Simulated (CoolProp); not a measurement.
Saturation properties of sulfur dioxide (Tc = 157.5 °C, pc = 7887 kPa, ω = 0.256).

Computed with CoolProp (reference Helmholtz-energy equation of state, Gao 2016).

```csv
T (°C),p (kPa),vapour density (kg/m³),enthalpy of vaporisation (kJ/kg),liquid cp (kJ/(kg K)),surface tension (mN/m)
-62.35,4.836,0.1773,433.5,1.374,38.9
-48.05,13.12,0.4520,421.7,1.364,36.1
-33.85,30.79,1.003,410.0,1.359,33.2
-19.55,64.93,2.014,397.9,1.359,30.4
-5.25,124.8,3.708,385.3,1.363,27.6
9.05,222.2,6.366,372.1,1.374,24.8
23.25,369.7,10.29,358.2,1.390,22.0
37.55,585.3,15.95,343.1,1.414,19.2
51.85,885.7,23.83,326.7,1.447,16.5
66.15,1290,34.56,308.8,1.493,13.8
```

It boils at -10.0 °C under 1 atm.

Surface tension comes from a separate correlation (Mulero 2012).
